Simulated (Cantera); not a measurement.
A freely propagating, adiabatic, planar premixed flame of H₂ : O₂ : N₂ = 1 : 0.333 : 0.867 (molar parts), unburnt at 650 K and 290000 Pa; mixture-averaged transport, grid criteria slope 0.08 and curve 0.16, no radiation.

Computed with Cantera and the H2/O2 subset of GRI-Mech 3.0, which has no nitrogen chemistry. The hydrogen kinetics of GRI-Mech 3.0 are dated; newer H2 mechanisms differ, most at raised pressure. Burning velocities carry a grid error of a few per cent, more on coarse grids.

x: mole fraction of selected species; z is measured from the peak of heat release.

```json
[
 {"z (mm)": "-0.331", "T (K)": "650", "u (m/s)": "14.0", "x H₂": "0.455", "x O₂": "0.151", "x H₂O": "<1e-8", "x O": "<1e-8", "x OH": "<1e-8", "x H₂O₂": "<1e-8"},
 {"z (mm)": "-0.221", "T (K)": "650", "u (m/s)": "14.0", "x H₂": "0.455", "x O₂": "0.151", "x H₂O": "<1e-8", "x O": "<1e-8", "x OH": "<1e-8", "x H₂O₂": "<1e-8"},
 {"z (mm)": "-0.166", "T (K)": "650", "u (m/s)": "14.0", "x H₂": "0.455", "x O₂": "0.151", "x H₂O": "<1e-8", "x O": "<1e-8", "x OH": "<1e-8", "x H₂O₂": "<1e-8"},
 {"z (mm)": "-0.110", "T (K)": "650", "u (m/s)": "14.0", "x H₂": "0.455", "x O₂": "0.151", "x H₂O": "?", "x O": "<1e-8", "x OH": "<1e-8", "x H₂O₂": "<1e-8"},
 {"z (mm)": "-0.0552", "T (K)": "669", "u (m/s)": "14.4", "x H₂": "0.451", "x O₂": "0.152", "x H₂O": "0.000660", "x O": "1.06e-5", "x OH": "6.22e-5", "x H₂O₂": "3.43e-6"},
 {"z (mm)": "-0.0276", "T (K)": "915", "u (m/s)": "19.1", "x H₂": "0.414", "x O₂": "0.146", "x H₂O": "0.0218", "x O": "0.000514", "x OH": "0.00125", "x H₂O₂": "2.62e-5"},
 {"z (mm)": "0", "T (K)": "1411", "u (m/s)": "28.4", "x H₂": "0.293", "x O₂": "0.0998", "x H₂O": "0.122", "x O": "0.00573", "x OH": "0.00534", "x H₂O₂": "8.79e-6"},
 {"z (mm)": "0.0276", "T (K)": "1762", "u (m/s)": "35.0", "x H₂": "0.183", "x O₂": "0.0344", "x H₂O": "0.242", "x O": "0.00917", "x OH": "0.0126", "x H₂O₂": "3.01e-6"},
 {"z (mm)": "0.0552", "T (K)": "1927", "u (m/s)": "37.9", "x H₂": "0.154", "x O₂": "0.0130", "x H₂O": "0.282", "x O": "0.00860", "x OH": "0.0164", "x H₂O₂": "1.82e-6"},
 {"z (mm)": "0.110", "T (K)": "2094", "u (m/s)": "40.8", "x H₂": "0.152", "x O₂": "0.00636", "x H₂O": "0.298", "x O": "0.00714", "x OH": "0.0186", "x H₂O₂": "1.05e-6"},
 {"z (mm)": "0.221", "T (K)": "2265", "u (m/s)": "43.5", "x H₂": "0.158", "x O₂": "?", "x H₂O": "0.308", "x O": "?", "x OH": "0.0188", "x H₂O₂": "?"},
 {"z (mm)": "0.442", "T (K)": "2427", "u (m/s)": "46.0", "x H₂": "0.163", "x O₂": "0.00272", "x H₂O": "0.319", "x O": "0.00326", "x OH": "0.0172", "x H₂O₂": "4.22e-7"},
 {"z (mm)": "0.884", "T (K)": "2564", "u (m/s)": "48.1", "x H₂": "0.167", "x O₂": "0.00151", "x H₂O": "0.330", "x O": "0.00181", "x OH": "0.0142", "x H₂O₂": "2.96e-7"}
]
```

**Question.** Fill in the missing entries.

**Answer.** 
- -0.110, x H₂O: 1.63e-7
- 0.221, x O₂: 0.00433
- 0.221, x O: 0.00517
- 0.221, x H₂O₂: 6.33e-7
